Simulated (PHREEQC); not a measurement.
0.012 g of hydrous ferric oxide (600 m²/g; 0.2 weak and 0.005 strong sites per Fe, Dzombak-Morel constants, diffuse double layer) in 1 kg of water with 0.01 mol/kgw of an inert sodium salt and 3.4e-08 mol/kgw MnCl2, at 25 °C; the pH is set by adding NaOH or the inert anion's acid. No oxygen is let in. No CO2 enters from the air. No solid was allowed to form.

Base run: PHREEQC, ion-association model, wateq4f.dat. Each further column changes one thing. The table gives surface potential ψ (mV).

```
pH    base  background salt from 0.01 to 0.001 mol/kgw  oxide from 0.012 to 0.06 g/kgw  3.3e-06 mol/kgw MgCl2 added
----  ----  ------------------------------------------  ------------------------------  ---------------------------
4      185                                         210                             185                          185
4.38   174                                         196                             174                          174
5.12   148                                         164                             148                          148
5.5    132                                         145                             132                          132
6.25    98                                         106                              98                           98
6.62    80                                          85                              80                           80
7.38    40                                          42                              40                           40
7.75    20                                          21                              20                           20
8.5    -21                                         -22                             -22                          -19
8.88   -42                                         -44                             -42                          -36
9.62   -81                                         -86                             -81                          -69
10    -100                                        -107                            -100                          -87
```
